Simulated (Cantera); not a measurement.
A perfectly stirred reactor is fed with H2 : O2 : N2 = 0.78 : 1 : 0.51 (molar parts), equivalence ratio 0.39, at 42000 Pa; it is held at 1148 K, and followed from long to short residence time.

Cantera simulation using GRI-Mech 3.0 (53 species, 325 reactions); the numbers are that mechanism's predictions, not measurements. The temperature is held fixed by assumption; the heat of reaction is taken as removed at once.

Problem. What does this change do: pressure from 42000 Pa to 26000 Pa?

Solution. 
| quantity | before | after |
|---|---|---|
| x(H2) at τ = 2.40 s | 0.000264 | 0.000214 |
| x(O2) at τ = 2.40 s | 0.321 | 0.321 |
| x(HO2) at τ = 2.40 s | 1.07e-5 | 8.26e-6 |
| x(H2O2) at τ = 2.40 s | 7.56e-7 | 9.31e-7 |
| x(O) at τ = 2.40 s | 6.32e-6 | 1.70e-5 |
| x(H2) at τ = 46.0 ms | 0.00343 | 0.00285 |
| x(O2) at τ = 46.0 ms | 0.322 | 0.322 |
| x(HO2) at τ = 46.0 ms | 8.58e-5 | 6.35e-5 |
| x(H2O2) at τ = 46.0 ms | 9.25e-6 | 5.48e-6 |
| x(O) at τ = 46.0 ms | 0.000130 | 0.000288 |

Problem. What does this change do: pressure from 42000 Pa to 69000 Pa?

Solution. 
```
quantity                  before     after
----------------------  --------  --------
x(H2) at τ = 2.40 s     0.000264  0.000717
x(O2) at τ = 2.40 s        0.321     0.321
x(HO2) at τ = 2.40 s     1.07e-5   2.50e-5
x(H2O2) at τ = 2.40 s    7.56e-7   2.64e-6
x(O) at τ = 2.40 s       6.32e-6   1.97e-6
x(H2) at τ = 46.0 ms     0.00343   0.00752
x(O2) at τ = 46.0 ms       0.322     0.323
x(HO2) at τ = 46.0 ms    8.58e-5  0.000154
x(H2O2) at τ = 46.0 ms   9.25e-6   5.34e-5
x(O) at τ = 46.0 ms     0.000130   4.29e-5
```
